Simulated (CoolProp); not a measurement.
Dimethyl ether along the isobar 181 bar: density (kg/m³) from the reference equation and from simpler models built on Tc = 127.2 °C, pc = 53.37 bar, ω = 0.196; each cubic takes its own stable root.

The numbers come from the reference Helmholtz-energy equation of state, Wu 2011 in CoolProp.

```tsv
T (°C)	phase	reference
-62.65	liquid	798.6
-42.55	liquid	774.9
-22.45	liquid	750.9
-2.35	liquid	726.1
17.75	liquid	700.6
37.85	liquid	674.1
57.95	liquid	646.4
78.05	liquid	617.1
98.15	liquid	586.0
118.25	liquid	552.5
138.35	supercritical	516.2
```

Question: How far does each simpler model (van der Waals, Redlich-Kwong, Soave-Redlich-Kwong, Peng-Robinson) lie from the reference over these 11 states: mean and median of the absolute difference, and the worst?

Answer: 
- van der Waals: mean 33.7 %, median 34.4 %, worst -37.6 % at -62.65 °C and 181 bar
- Redlich-Kwong: mean 9.5 %, median 9.4 %, worst -10.1 % at 118.25 °C and 181 bar
- Soave-Redlich-Kwong: mean 8.4 %, median 8.0 %, worst -10.7 % at 138.35 °C and 181 bar
- Peng-Robinson: mean 3.0 %, median 3.4 %, worst +4.2 % at 17.75 °C and 181 bar
